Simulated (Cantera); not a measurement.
What does this Cantera script print?

```python
import numpy as np
import cantera as ct

gas_names = """
    CL CL2 H HCL H2 Si SiCL SiCL2 SiCL3 SiCL4 SiH SiHCL3 SiH2 SiH2CL2 SiH3 SiH3CL SiH4 Si2 Si3
""".split()
cond_names = """
    Si(cr) Si(L)
""".split()


# ... load() reads the species with a 1 bar reference pressure and builds the phases ...
atoms = {
    'SiHCl3': {'Si': 1, 'H': 1, 'CL': 3},
    'H2': {'H': 2},
    'Cl2': {'CL': 2},
}
top_T = {}  # K; cautious upper limits of use, not melting points


# ... equilibrate(T, P, feed) seeds the gas with the atoms and calls Mixture.equilibrate('TP', solver="vcs", rtol=1e-11, max_steps=5000) ...
results = []
feed = {'SiHCl3': 1, 'H2': 5.8, 'Cl2': 0.016}  # mol
P = 1000  # Pa
for T in [800, 900, 1000, 1100, 1200, 1300, 1400, 1500, 1600, 1700]:
    mix = equilibrate(T, P, feed)
    results.append((T, P, feed, dict(zip(mix.species_names, mix.species_moles))))
    x = sorted(zip(gas.X, gas.species_names), reverse=True)
    print(f"T = {T:g} K  P = {P:g} Pa  gas = {mix.phase_moles(0):.4g} mol")
    print("   x: " + "  ".join(f"{s} {v:.3e}" for v, s in x if v > 0.001))
    print("   condensed (mol): " + ("  ".join(f"{mix.phase(i).name} {mix.phase_moles(i):.4g}"
          for i in range(1, mix.n_phases) if mix.phase_moles(i) > 1e-12) or "none"))
```

It prints:

```
T = 800 K  P = 1000 Pa  gas = 7.033 mol
   x: H2 8.845e-01  SiCL4 9.316e-02  SiHCL3 1.776e-02  HCL 4.194e-03
   condensed (mol): Si(cr) 0.2169
T = 900 K  P = 1000 Pa  gas = 7.054 mol
   x: H2 8.777e-01  SiCL4 9.074e-02  SiHCL3 1.663e-02  HCL 1.360e-02
   condensed (mol): Si(cr) 0.2333
T = 1000 K  P = 1000 Pa  gas = 7.104 mol
   x: H2 8.621e-01  SiCL4 8.361e-02  HCL 3.397e-02  SiHCL3 1.495e-02  SiCL3 2.802e-03  SiCL2 2.274e-03
   condensed (mol): Si(cr) 0.2617
T = 1100 K  P = 1000 Pa  gas = 7.213 mol
   x: H2 8.330e-01  HCL 6.829e-02  SiCL4 6.750e-02  SiHCL3 1.214e-02  SiCL2 1.140e-02  SiCL3 7.436e-03
   condensed (mol): Si(cr) 0.2878
T = 1200 K  P = 1000 Pa  gas = 7.408 mol
   x: H2 7.909e-01  HCL 1.109e-01  SiCL4 4.050e-02  SiCL2 3.669e-02  SiCL3 1.302e-02  SiHCL3 7.859e-03
   condensed (mol): Si(cr) 0.272
T = 1300 K  P = 1000 Pa  gas = 7.627 mol
   x: H2 7.525e-01  HCL 1.433e-01  SiCL2 7.277e-02  SiCL4 1.451e-02  SiCL3 1.334e-02  SiHCL3 3.471e-03
   condensed (mol): Si(cr) 0.2052
T = 1400 K  P = 1000 Pa  gas = 7.748 mol
   x: H2 7.349e-01  HCL 1.552e-01  SiCL2 9.666e-02  SiCL3 8.700e-03  SiCL4 3.325e-03  SiHCL3 1.115e-03
   condensed (mol): Si(cr) 0.1488
T = 1500 K  P = 1000 Pa  gas = 7.789 mol
   x: H2 7.304e-01  HCL 1.562e-01  SiCL2 1.072e-01  SiCL3 4.881e-03
   condensed (mol): Si(cr) 0.1181
T = 1600 K  P = 1000 Pa  gas = 7.805 mol
   x: H2 7.297e-01  HCL 1.542e-01  SiCL2 1.124e-01  SiCL3 2.769e-03
   condensed (mol): Si(cr) 0.09843
T = 1700 K  P = 1000 Pa  gas = 7.816 mol
   x: H2 7.290e-01  HCL 1.528e-01  SiCL2 1.147e-01  SiCL3 1.653e-03  H 1.258e-03
   condensed (mol): Si(L) 0.08744
```

These are equilibrium values from Cantera (NASA tables, ideal gas, pure condensed phases), not measurements of a reactor. The tables' values for SiCl3, SiCl are old estimates; treat these amounts as uncertain. Gases not in the tables: Si2H6 and higher silanes.
